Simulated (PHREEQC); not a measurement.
A column of 1 m (40 cells, dispersivity 0.08 m, 300 s a shift, diffusion coefficient 3e-10 m²/s) holds 0.014 eq of the database's cation exchanger X per kg of pore water, first in equilibrium with 0.017 mol CaCl2 and 1e-05 mol HCl per kg of water. It is flushed with 0.0048 mol/kgw PbCl2, 0.0006 mol/kgw BaCl2, 0.00035 mol/kgw CuCl2 and 1e-05 mol/kgw HCl, at 25 °C. Values are for the last cell. CO2 from the air is kept out. No solid was allowed to form.

The series has 34 steps of pore volumes, from 0 to 4.963.

Equilibrium calculation in PHREEQC: ion-association model, phreeqc.dat.

After how many pore volumes does Pb at the outlet first reach half of its feed value?

By 2.3 pore volumes.

After how many pore volumes does Ba at the outlet first reach half of its feed value?

By 2.1 pore volumes.

After how many pore volumes does Cu at the outlet first reach half of its feed value?

By 1.7 pore volumes.

Complexes and solids missing from the database can't appear.
